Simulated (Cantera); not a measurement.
## Thermodynamics of silicon epitaxy and polysilicon growth, feed SiH4 + HCl + H2

Charge: 1 mol SiH4, 0.65 mol HCl, a varied amount of H2, at 1623.15 K and 13300 Pa.

Equilibrium computed with Cantera from the NASA thermochemical tables; the gas is ideal and each condensed phase is pure. Candidate condensed phases: Si; 19 gas species. The tables' values for SiCl3 are old estimates; treat these amounts as uncertain. Rates play no part.

```csv
n(H2) (mol),x H2,x HCl,x SiCl2,x SiCl3,x H,x SiHCl3,x SiCl4,x SiH2Cl2,n Si(s)
4.1,0.920,0.0637,0.0154,0.000449,0.000182,6.83e-5,3.05e-5,2.58e-5,0.892
6.6,0.940,0.0505,0.00948,0.000216,0.000184,3.33e-5,1.15e-5,1.62e-5,0.910
11,0.957,0.0372,0.00505,8.41e-5,0.000186,1.31e-5,3.27e-6,8.79e-6,0.929
17,0.970,0.0275,0.00273,3.34e-5,0.000187,5.21e-6,9.52e-7,4.80e-6,0.945
27,0.979,0.0192,0.00132,1.12e-5,0.000188,1.76e-6,2.24e-7,2.35e-6,0.960
44,0.986,0.0128,0.000577,3.25e-6,0.000188,5.12e-7,4.27e-8,1.04e-6,0.972
70,0.991,0.00844,0.000251,9.33e-7,0.000189,1.47e-7,8.09e-9,4.53e-7,0.981
110,0.994,0.00555,0.000108,2.64e-7,0.000189,4.18e-8,1.51e-9,1.96e-7,0.987
180,0.996,0.00347,4.23e-5,6.46e-8,0.000189,1.02e-8,2.30e-10,7.67e-8,0.991
290,0.998,0.00219,1.68e-5,1.61e-8,0.000189,2.55e-9,3.60e-11,3.04e-8,0.992
460,0.998,0.00139,6.78e-6,4.13e-9,0.000189,6.55e-10,5.89e-12,1.23e-8,0.993
740,0.999,0.000870,2.65e-6,1.01e-9,0.000189,1.60e-10,<1e-12,4.81e-9,0.991
```
x: gas mole fraction; n: condensed amount in mol.

From 4.1 mol H2 to 740 mol H2 the condensed part is Si(s). The main Si-bearing gas is SiCl2 at 4.1 mol H2 and SiH2 at 740 mol H2. The share of Si in condensed phases is highest at 460 mol H2 (99.3 %) and lowest at 4.1 mol H2 (89.2 %).
